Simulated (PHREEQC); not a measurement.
A made-up water analysis in mmol/kgw, 20 °C, pH 5.63, pe 8.4:

```csv
constituent,mmol/kgw
Na,0.204
K,0.0127
Ca,0.0194
Mg,0.00301
Cl,0.022
S(6),0.0382
Alkalinity (meq/kgw),0.158
Pb,0.00196
```

Valence states are taken as typed.

Equilibrium calculation in PHREEQC: ion-association model, phreeqc.dat.

This is a speciation only: nothing precipitates in the calculation.

### Question
Order these Pb species by the share of Pb that they hold, largest first: PbHCO3+, PbCO3, PbSO4, Pb+2, PbOH+.

### Answer
Pb+2 (84 %), PbHCO3+ (9.8 %), PbCO3 (3.8 %), PbSO4 (1.5 %), PbOH+ (0.66 %)

The pH is 5.63 and the ionic strength 0.000324 mol/kgw.
